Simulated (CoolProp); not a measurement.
Ammonia along the isotherm 459.8 K: Z from the reference equation and from simpler models built on Tc = 405.6 K, pc = 11360 kPa, ω = 0.256; each cubic takes its own stable root.

The numbers come from the reference Helmholtz-energy equation of state, Gao 2020 in CoolProp.

```
p (kPa)          phase  reference  van der Waals  Redlich-Kwong  Peng-Robinson
-------  -------------  ---------  -------------  -------------  -------------
6670               gas     0.8517         0.8569         0.8510         0.8455
13300    supercritical     0.6780            ___         0.6743         0.6808
20000    supercritical     0.4895         0.4745         0.5025         0.5355
26700    supercritical     0.4125         0.5149         0.4838         0.4942
33300    supercritical     0.4292         0.5866         0.5232         0.5155
40000    supercritical     0.4682         0.6648         0.5756         0.5555
46700    supercritical     0.5132         0.7442            ___         0.6018
53300    supercritical        ___         0.8224         0.6879         0.6499
60000    supercritical        ___         0.9013         0.7452         0.6996
66700    supercritical     0.6551         0.9797         0.8023         0.7497
73300    supercritical     0.7020          1.056         0.8583         0.7990
80000    supercritical     0.7494          1.134         0.9147            ___
86700    supercritical     0.7964          1.210         0.9706         0.8987
93300    supercritical     0.8423          1.285          1.025         0.9474
100000   supercritical     0.8885          1.361            ___         0.9966
```

### Question
Fill in the missing entries.

### Answer

- 13300, van der Waals: 0.6617
- 46700, Redlich-Kwong: 0.6316
- 53300, reference: 0.5596
- 60000, reference: 0.6073
- 80000, Peng-Robinson: 0.8490
- 100000, Redlich-Kwong: 1.080
